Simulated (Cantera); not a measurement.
Mixture: 2.98 % CH4, 13.9 % O2, 83.2 % N2, equivalence ratio 0.43, at 398 Torr, adiabatic and at constant pressure. Ignition delay is the time to a rise of 400 K.

Model: GRI-Mech 3.0 (53 species, 325 reactions), integrated in Cantera.

### Question
Predict: delay at 1000 K; delay at 1050 K; delay at 1100 K; delay at 1150 K; delay at 1200 K; delay at 1250 K; delay at 1300 K; apparent activation energy between 1200 and 1300 K.

### Answer
* **delay at 1000 K**: 2.11 s
* **delay at 1050 K**: 0.857 s
* **delay at 1100 K**: 0.365 s
* **delay at 1150 K**: 0.162 s
* **delay at 1200 K**: 75.7 ms
* **delay at 1250 K**: 36.9 ms
* **delay at 1300 K**: 18.9 ms
* **apparent activation energy between 1200 and 1300 K**: 180 kJ/mol
